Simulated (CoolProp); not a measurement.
Vapour-liquid equilibrium of R143a (1) + R236FA (2) at 67.5 kPa; x and y are mole fractions of (1).

Values from CoolProp's multi-fluid Helmholtz-energy mixture model, Lemmon and Jacobsen 2000 and Pan 2012; pair parameters Bell 2016.

```csv
x,bubble temperature (K),y at the bubble point,dew temperature at overall composition x (K),liquid density (mol/L)
0.05,257.6,0.229,261.4,9.922
0.125,251.4,0.471,259.9,10.25
0.2,246.1,0.631,258.3,10.57
0.275,241.5,0.739,256.6,10.89
0.35,237.5,0.813,254.7,11.21
0.425,234.0,0.865,252.7,11.53
0.5,231.0,0.903,250.5,11.85
0.575,228.3,0.930,248.1,12.17
0.65,225.9,0.951,245.3,12.50
0.725,223.8,0.967,242.1,12.84
0.8,221.9,0.979,238.2,13.18
0.875,220.2,0.988,233.3,13.54
0.95,218.7,0.996,226.1,13.90
```

No azeotrope shows between x = 0.05 and 0.95.

The pair parameters rest on a limited set of measurements; away from them the model extrapolates.
